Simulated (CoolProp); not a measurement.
Vapour pressure (MPa) of R115: the reference equation beside estimates from Tc = 353.1 K, pc = 3.129 MPa, ω = 0.248.

Model: reference Helmholtz-energy equation of state, Lemmon 2016, in CoolProp.

```json
[
 {"T (K)": "186.4", "reference": "0.006309", "van der Waals": "0.1245", "Redlich-Kwong": "___", "Soave-Redlich-Kwong": "0.006184", "Peng-Robinson": "0.006544"},
 {"T (K)": "197.4", "reference": "0.01381", "van der Waals": "___", "Redlich-Kwong": "0.02928", "Soave-Redlich-Kwong": "0.01357", "Peng-Robinson": "___"},
 {"T (K)": "208.4", "reference": "0.02744", "van der Waals": "0.2470", "Redlich-Kwong": "0.05378", "Soave-Redlich-Kwong": "0.02705", "Peng-Robinson": "0.02775"},
 {"T (K)": "219.3", "reference": "0.05006", "van der Waals": "0.3308", "Redlich-Kwong": "0.09123", "Soave-Redlich-Kwong": "0.04953", "Peng-Robinson": "0.05026"},
 {"T (K)": "230.3", "reference": "0.08589", "van der Waals": "0.4330", "Redlich-Kwong": "0.1462", "Soave-Redlich-Kwong": "0.08530", "Peng-Robinson": "0.08583"},
 {"T (K)": "241.3", "reference": "0.1392", "van der Waals": "0.5542", "Redlich-Kwong": "0.2226", "Soave-Redlich-Kwong": "0.1389", "Peng-Robinson": "0.1388"},
 {"T (K)": "252.3", "reference": "0.2151", "van der Waals": "0.6960", "Redlich-Kwong": "0.3246", "Soave-Redlich-Kwong": "___", "Peng-Robinson": "0.2142"},
 {"T (K)": "263.2", "reference": "0.3180", "van der Waals": "___", "Redlich-Kwong": "0.4551", "Soave-Redlich-Kwong": "0.3197", "Peng-Robinson": "0.3168"},
 {"T (K)": "274.2", "reference": "0.4557", "van der Waals": "1.044", "Redlich-Kwong": "0.6204", "Soave-Redlich-Kwong": "0.4599", "Peng-Robinson": "0.4546"},
 {"T (K)": "285.2", "reference": "0.6335", "van der Waals": "1.254", "Redlich-Kwong": "0.8235", "Soave-Redlich-Kwong": "0.6418", "Peng-Robinson": "0.6336"},
 {"T (K)": "296.1", "reference": "0.8560", "van der Waals": "1.486", "Redlich-Kwong": "1.066", "Soave-Redlich-Kwong": "0.8700", "Peng-Robinson": "0.8586"},
 {"T (K)": "307.1", "reference": "1.134", "van der Waals": "1.746", "Redlich-Kwong": "1.355", "Soave-Redlich-Kwong": "1.156", "Peng-Robinson": "1.141"},
 {"T (K)": "318.1", "reference": "1.475", "van der Waals": "2.033", "Redlich-Kwong": "1.693", "Soave-Redlich-Kwong": "___", "Peng-Robinson": "1.489"},
 {"T (K)": "329.1", "reference": "1.888", "van der Waals": "2.347", "Redlich-Kwong": "2.083", "Soave-Redlich-Kwong": "1.926", "Peng-Robinson": "1.909"},
 {"T (K)": "340", "reference": "2.383", "van der Waals": "2.685", "Redlich-Kwong": "2.524", "Soave-Redlich-Kwong": "2.420", "Peng-Robinson": "2.408"}
]
```

Problem. Complete the blanks.

Solution. 
- 186.4, Redlich-Kwong: 0.01455
- 197.4, van der Waals: 0.1785
- 197.4, Peng-Robinson: 0.01411
- 252.3, Soave-Redlich-Kwong: 0.2154
- 263.2, van der Waals: 0.8578
- 318.1, Soave-Redlich-Kwong: 1.505

Absolute difference from the reference over all 15 rows, mean and median: van der Waals 396.8 and 169.7 %, Redlich-Kwong 52.4 and 43.1 %, Soave-Redlich-Kwong 1.3 and 1.4 %, Peng-Robinson 0.9 and 0.4 %.
